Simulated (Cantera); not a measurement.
Feed: 1 mol C₂H₆, 0.17 mol NH₃, equilibrated at 2823 K and 0.700 bar.

These are equilibrium values from Cantera (NASA tables, ideal gas, pure condensed phases), not measurements of a reactor. Candidate condensed phases: C, C₆H₆, C₇H₈, C₈H₁₈; 92 gas species. Equilibrium is a limit: real reactors are often held back by kinetics, nucleation or transport.

Base state: H₂ 0.838, H 0.0970, C₂H₂ (acetylene) 0.0302, HCN 0.0161, N₂ 0.0148, HNC 0.00261, C₂H 0.000458, C₄H₂ 0.000452 (mole fractions); condensed: C(graphite).

### Question
What changes in the equilibrium state with this change: temperature from 2823 K to 1050 K?

### Answer
```csv
species,before,after
H₂,0.838,0.938
CH₄,4.68e-5,0.0353
N₂,0.0148,0.0263
H,0.0970,9.39e-9
C₂H₂ (acetylene),0.0302,3.88e-9
HCN,0.0161,1.75e-6
HNC,0.00261,3.66e-9
C₂H,0.000458,<1e-9
"C(graphite), mol",1.71,1.89
```
